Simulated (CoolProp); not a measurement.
Vapour-liquid equilibrium of propylene (1) + cyclohexane (2) at 330.4 K; x and y are mole fractions of (1).

Values from CoolProp's multi-fluid Helmholtz-energy mixture model, Lemmon 2013 and Zhou 2014; pair parameters Bell 2016.

```csv
x,"bubble pressure, mixture model (bar)","bubble pressure, Raoult's law (bar)","y, mixture model","y, Raoult's law"
0.05,1.701,1.643,(withheld),0.727
0.15,4.064,3.987,0.887,0.899
0.25,6.322,6.330,(withheld),0.944
0.35,(withheld),8.673,0.950,0.965
0.45,(withheld),11.02,0.962,0.976
0.55,12.74,13.36,0.971,0.984
0.65,14.86,15.70,(withheld),0.989
0.75,(withheld),18.05,(withheld),0.993
0.85,(withheld),20.39,0.989,0.997
0.95,22.22,22.73,0.996,0.999
```

Q: Fill in the missing entries.

A: 
- 0.05, y, mixture model: 0.724
- 0.25, y, mixture model: 0.930
- 0.35, bubble pressure, mixture model (bar): 8.501
- 0.45, bubble pressure, mixture model (bar): 10.63
- 0.65, y, mixture model: 0.977
- 0.75, bubble pressure, mixture model (bar): 17.07
- 0.75, y, mixture model: 0.983
- 0.85, bubble pressure, mixture model (bar): 19.45

The largest gap from Raoult's law is -5.4 % in bubble pressure, at x = 0.75. No azeotrope shows between x = 0.05 and 0.95.

Pair parameters are fitted to limited data, so mixtures are less certain than the pure fluids. The gap from Raoult's law changes sign with composition, which may be real or a fault of the pair parameters; it wasn't checked against measurements.
